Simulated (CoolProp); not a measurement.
Aqueous sodium chloride as a coolant, 20 % by mass, freezing at -16.5 °C, 1 atm.

The numbers come from the Melinder's fits for secondary coolants in CoolProp.

```json
[
 {"T (°C)": "-14.7", "Prandtl number": "29.3", "conductivity (W/(m K))": "0.526", "cp (kJ/(kg K))": "3.354", "viscosity (mPa s)": "4.59"},
 {"T (°C)": "-9.6", "Prandtl number": "?", "conductivity (W/(m K))": "0.533", "cp (kJ/(kg K))": "3.365", "viscosity (mPa s)": "?"},
 {"T (°C)": "-4.5", "Prandtl number": "19.6", "conductivity (W/(m K))": "0.541", "cp (kJ/(kg K))": "3.375", "viscosity (mPa s)": "3.14"},
 {"T (°C)": "0.7", "Prandtl number": "16.3", "conductivity (W/(m K))": "0.549", "cp (kJ/(kg K))": "3.385", "viscosity (mPa s)": "2.63"},
 {"T (°C)": "5.8", "Prandtl number": "?", "conductivity (W/(m K))": "0.556", "cp (kJ/(kg K))": "3.393", "viscosity (mPa s)": "2.25"},
 {"T (°C)": "10.9", "Prandtl number": "11.7", "conductivity (W/(m K))": "0.564", "cp (kJ/(kg K))": "3.400", "viscosity (mPa s)": "1.94"},
 {"T (°C)": "16", "Prandtl number": "?", "conductivity (W/(m K))": "0.572", "cp (kJ/(kg K))": "3.406", "viscosity (mPa s)": "1.69"},
 {"T (°C)": "21.1", "Prandtl number": "8.79", "conductivity (W/(m K))": "0.580", "cp (kJ/(kg K))": "3.412", "viscosity (mPa s)": "1.49"},
 {"T (°C)": "26.3", "Prandtl number": "?", "conductivity (W/(m K))": "0.588", "cp (kJ/(kg K))": "3.416", "viscosity (mPa s)": "1.33"},
 {"T (°C)": "31.4", "Prandtl number": "6.92", "conductivity (W/(m K))": "0.596", "cp (kJ/(kg K))": "3.420", "viscosity (mPa s)": "1.21"},
 {"T (°C)": "36.5", "Prandtl number": "6.26", "conductivity (W/(m K))": "0.604", "cp (kJ/(kg K))": "3.422", "viscosity (mPa s)": "1.10"}
]
```

Q: Fill in the missing entries.

A: 
- -9.6, Prandtl number: 23.8
- -9.6, viscosity (mPa s): 3.78
- 5.8, Prandtl number: 13.7
- 16, Prandtl number: 10.1
- 26.3, Prandtl number: 7.74
